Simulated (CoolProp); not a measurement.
Aqueous ethanol as a coolant, 25 % by mass, freezing at -15.4 °C, 1 atm.

Computed with CoolProp (Melinder's fits for secondary coolants).

```csv
T (°C),density (kg/m³),conductivity (W/(m K)),Prandtl number,cp (kJ/(kg K))
-14.2,975.0,0.411,155,4.261
-7.5,973.3,(withheld),97.5,4.274
-0.9,971.2,0.421,65.1,4.281
5.7,968.6,(withheld),45.5,4.284
12.3,965.7,0.432,33.1,4.286
19,962.4,0.437,24.9,4.286
25.6,(withheld),0.442,(withheld),4.288
32.2,955.1,0.447,15.5,4.293
```

What belongs in the gaps?


- -7.5, conductivity (W/(m K)): 0.416
- 5.7, conductivity (W/(m K)): 0.426
- 25.6, density (kg/m³): 958.9
- 25.6, Prandtl number: 19.4
